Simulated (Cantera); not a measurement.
Mixture: H2 : O2 : N2 = 1 : 0.312 : 1.17 (molar parts), at 640000 Pa, adiabatic and at constant pressure. Ignition delay is the time to a rise of 400 K.

Detailed kinetics in Cantera: the H2/O2 subset of GRI-Mech 3.0, which has no nitrogen chemistry. The hydrogen kinetics of GRI-Mech 3.0 are dated; newer H2 mechanisms differ, most at raised pressure. Below about 950 K walls govern HO2 and H2O2 in real vessels.

### Question
At T0 = 1550 K, what is the delay, and which 8 reactions control it most (d ln τ / d ln k, from doubling and halving each rate constant)?

### Answer
The delay is 1.95 µs.
| reaction | d ln τ / d ln k | faster rate |
|---|---|---|
| H + O2 <=> O + OH | -0.72 | shortens it |
| H2 + O <=> H + OH | -0.12 | shortens it |
| H2 + OH <=> H + H2O | -0.08 | shortens it |
| H + HO2 <=> H2 + O2 | -0.06 | shortens it |
| H + O2 + H2O <=> HO2 + H2O | -0.03 | shortens it |
| H + O2 + M <=> HO2 + M | 0.03 | lengthens it |
| H + HO2 <=> 2 OH | -0.02 | shortens it |
| H + O2 + N2 <=> HO2 + N2 | 0.02 | lengthens it |
